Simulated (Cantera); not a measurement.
# Pyrogenic steam for wet oxidation

A perfectly stirred reactor is fed with 0.849 % H2, 0.893 % O2, 98.3 % N2, equivalence ratio 0.47, at 1.00 bar; it is held at 1300 K, and followed from long to short residence time.

Model: the H2/O2 subset of GRI-Mech 3.0, which has no nitrogen chemistry, integrated in Cantera.

| τ (s) | x H2 | x O2 | x H2O2 | x H | x H2O |
|---|---|---|---|---|---|
| 3.9 | 7.71e-6 | 0.00471 | 7.67e-9 | 6.91e-7 | 0.00850 |
| 1.7 | 1.33e-5 | 0.00471 | 1.24e-8 | 1.55e-6 | 0.00849 |
| 0.72 | 2.34e-5 | 0.00471 | 2.01e-8 | 3.59e-6 | 0.00848 |
| 0.31 | 4.03e-5 | 0.00471 | 3.17e-8 | 8.18e-6 | 0.00845 |
| 0.13 | 7.00e-5 | 0.00472 | 4.94e-8 | 1.90e-5 | 0.00841 |
| 0.057 | 0.000117 | 0.00473 | 7.27e-8 | 4.20e-5 | 0.00834 |
| 0.024 | 0.000198 | 0.00475 | 1.04e-7 | 9.47e-5 | 0.00822 |
| 0.011 | 0.000313 | 0.00480 | 1.35e-7 | 0.000192 | 0.00804 |
| 0.0045 | 0.000519 | 0.00489 | 1.70e-7 | 0.000408 | 0.00770 |
x: mole fraction; the columns are a selection and need not sum to one.
